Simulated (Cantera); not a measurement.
What does this Cantera script print?

```python
import numpy as np
import cantera as ct

gas_names = """
    B BH BH2 BH3 BN BO BO2 B2 B2O B2O2 B2O3 B3O3H3 H HBO HBO2 HNO HNO2 HNO3 HO2 H2 H2O H2O2 H3B3O6 N NH
    NH2 NH3 NH2OH NO NO2 NO3 N2 N2H2 N2H4 N2O O OH O2 O3
""".split()
cond_names = """
    B(b) B(L) BN(s) B2O3(L) B3O3H3(cr) H2O(s) H2O(L)
""".split()


# ... load() reads the species with a 1 bar reference pressure and builds the phases ...
atoms = {
    'borazine': {'B': 3, 'N': 3, 'H': 6},
    'H2': {'H': 2},
    'N2': {'N': 2},
    'O2': {'O': 2},
}
top_T = {'BN(s)': 3200}  # K; cautious upper limits of use, not melting points


# ... equilibrate(T, P, feed) seeds the gas with the atoms and calls Mixture.equilibrate('TP', solver="vcs", rtol=1e-11, max_steps=5000) ...
results = []
feed = {'borazine': 1, 'H2': 3.4, 'N2': 52, 'O2': 0.11}  # mol
P = 12000  # Pa
for T in [1650, 1725, 1800, 1875, 1950, 2025, 2100, 2175, 2250]:
    mix = equilibrate(T, P, feed)
    results.append((T, P, feed, dict(zip(mix.species_names, mix.species_moles))))

top = {s: max(r[3][s] / sum(r[3][g] for g in gas_names) for r in results) for s in gas_names}
cols = sorted((s for s in top if top[s] > 0.0001), key=lambda s: -top[s])[:7]
seen = [c for c in cond_names if any(r[3].get(c, 0) > 1e-12 for r in results)]
print("log10 of partial pressures in bar; condensed amounts in mol")
print(f"{'T/K':>10s}" + "".join(f"{s[:9]:>10s}" for s in cols + seen))
for T, P, feed, n in results:
    ng = sum(n[g] for g in gas_names)
    print(f"{T:10.4g}" + "".join(f"{np.log10(max(n[s] / ng * P / 1e5, 1e-99)):10.3f}" for s in cols)
          + "".join(f"{n.get(c, 0):10.4g}" for c in seen))
```

Result:

```
log10 of partial pressures in bar; condensed amounts in mol
       T/K        N2        H2         H       HBO        BO      HBO2      B2O3     BN(s)
      1650    -0.972    -1.886    -4.985    -4.040    -5.811    -3.941    -4.469     2.863
      1725    -0.972    -1.887    -4.675    -3.826    -5.326    -4.075    -4.477     2.844
      1800    -0.972    -1.888    -4.390    -3.665    -4.916    -4.267    -4.586     2.823
      1875    -0.972    -1.889    -4.128    -3.560    -4.583    -4.530    -4.816     2.804
      1950    -0.972    -1.891    -3.886    -3.510    -4.323    -4.866    -5.169     2.791
      2025    -0.972    -1.892    -3.662    -3.503    -4.121    -5.253    -5.610     2.784
      2100    -0.973    -1.895    -3.454    -3.524    -3.961    -5.667    -6.100     2.781
      2175    -0.973    -1.898    -3.260    -3.563    -3.832    -6.091    -6.614      2.78
      2250    -0.974    -1.903    -3.081    -3.617    -3.728    -6.521    -7.143     2.777
```

These are equilibrium values from Cantera (NASA tables, ideal gas, pure condensed phases), not measurements of a reactor. The feed counts by its element totals alone. The tables' values for BH2 are old estimates; treat these amounts as uncertain.
